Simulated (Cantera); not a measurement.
A perfectly stirred reactor is fed with C₂H₄ : H₂ = 1 : 3.5 (molar parts), at 825 Torr; it is held at 1998 K, and followed from long to short residence time.

Model: GRI-Mech 3.0 (53 species, 325 reactions), integrated in Cantera. GRI-Mech 3.0 was tuned for natural gas; its chemistry of ethylene as a main component is partial and can be far from experiment. GRI-Mech 3.0 stops at C3 and has no aromatics, soot or wall deposition, so with more carbon than oxygen in the feed, carbon stays in small species such as C2H2 where larger ones or solid carbon would form.

Question: Predict: x(C₂H₄) at τ = 18.0 s; x(H₂) at τ = 18.0 s; x(CH₂) at τ = 18.0 s; x(C₂H) at τ = 18.0 s; x(CH₃) at τ = 18.0 s; x(C₂H₄) at τ = 22.0 ms; x(H₂) at τ = 22.0 ms; x(CH₂) at τ = 22.0 ms; x(C₂H) at τ = 22.0 ms; x(CH₃) at τ = 22.0 ms.

Answer: x(C₂H₄) at τ = 18.0 s: 0.00108
x(H₂) at τ = 18.0 s: 0.813
x(CH₂) at τ = 18.0 s: 3.91e-7
x(C₂H) at τ = 18.0 s: 5.68e-6
x(CH₃) at τ = 18.0 s: 0.000177
x(C₂H₄) at τ = 22.0 ms: 0.00126
x(H₂) at τ = 22.0 ms: 0.814
x(CH₂) at τ = 22.0 ms: 3.06e-7
x(C₂H) at τ = 22.0 ms: 5.52e-6
x(CH₃) at τ = 22.0 ms: 0.000139
